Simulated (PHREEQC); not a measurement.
Consider water at 69 °C with 0.0041 mol/kgw Cu(BF4)2 and 0.016 mol/kgw NaCl. Closed to the air; pH follows from the charge balance.

All values are PHREEQC results (ion-association model, wateq4f.dat), not measurements.

```json
{
  "pH": "3.07",
  "ionic_strength": "0.0280 mol/kgw",
  "total_alkalinity": "-24.6 meq/kg"
}
```

```
species    molality  activity   log γ
---------  --------  --------  ------
Na+          0.0160    0.0135  -0.074
Cl-          0.0155    0.0130  -0.077
HF          0.00674   0.00678   0.003
BF4-        0.00494   0.00409  -0.082
Cu+2        0.00347   0.00183  -0.279
F-          0.00272   0.00227  -0.078
H3BO3       0.00197   0.00198   0.003
H+         0.000976  0.000847  -0.062
BF3OH-     0.000662  0.000549  -0.082
BF2(OH)2-  0.000633  0.000524  -0.082
CuCl+      0.000497  0.000417  -0.076
CuF+       0.000128  0.000107  -0.075
HF2-        8.07e-5   6.74e-5  -0.078
H2F2        2.15e-5   2.17e-5   0.003
NaF         1.75e-5   1.76e-5   0.003
CuCl2       4.36e-6   4.39e-6   0.003
```

This is a speciation only: nothing precipitates in the calculation. At this temperature some constants are extrapolated from 25 °C, and those without enthalpy data are left unchanged. Real BF4- forms and hydrolyses slowly; the run takes it at equilibrium.
